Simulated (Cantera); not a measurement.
A closed system holds: 1 mol MgCO3, 2.1 mol SO3, 2.8 mol H2O, at 1750 K and 0.133 bar.

Equilibrium computed with Cantera from the NASA thermochemical tables; the gas is ideal and each condensed phase is pure. Candidate condensed phases: C, C6H6, C7H8, C8H18, H2O, H2SO4, Mg, MgCO3, MgO, Mg(OH)2, MgS, MgSO4, S; 130 gas species. Kinetics and transport are ignored.

Base state: H2O 0.402, SO2 0.302, O2 0.150, CO2 0.144, OH 0.00154, SO3 0.000538, CO 0.000123, H2 9.47e-5 (mole fractions); condensed: MgO(s).

Question: What changes in the equilibrium state with this change: temperature from 1750 K to 1050 K?

Answer: 
```
species          before    after
-------------  --------  -------
H2O               0.402    0.519
CO2               0.144    0.185
SO2               0.302    0.183
O2                0.150   0.0915
SO3            0.000538   0.0209
CO             0.000123    <1e-9
O               7.95e-5    <1e-9
H2              9.47e-5  1.70e-9
SO              2.37e-5    <1e-9
MgO(s), mol       1.000        0
MgSO4(s), mol         0     1.00
```
